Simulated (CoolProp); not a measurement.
Vapour pressure (MPa) of isopentane: the reference equation beside estimates from Tc = 187.2 °C, pc = 3.378 MPa, ω = 0.227. Clausius-Clapeyron is anchored at 38.15 °C with a constant enthalpy of vaporisation of 24.18 kJ/mol.

Model: reference Helmholtz-energy equation of state, Lemmon 2006, in CoolProp. It is a short technical equation, of lower accuracy than the large ones.

```csv
T (°C),reference,Clausius-Clapeyron,Soave-Redlich-Kwong
19.25,0.07458,0.07810,0.07384
25.55,0.09359,0.09633,0.09287
31.85,0.1162,0.1178,0.1155
38.15,0.1428,0.1428,?
44.45,?,0.1719,?
50.75,0.2101,0.2054,0.2101
57.05,0.2516,0.2438,0.2521
63.25,0.2984,0.2868,0.2995
69.55,0.3523,0.3362,0.3542
75.85,0.4132,0.3919,0.4161
82.15,0.4817,0.4543,0.4859
88.45,0.5584,0.5239,0.5640
```

Question: Fill in the missing entries.

Answer: 
- 38.15, Soave-Redlich-Kwong: 0.1423
- 44.45, reference: 0.1740
- 44.45, Soave-Redlich-Kwong: 0.1737

Absolute difference from the reference over all 12 rows, mean and median: Clausius-Clapeyron 3.4 and 3.5 %, Soave-Redlich-Kwong 0.5 and 0.6 %.
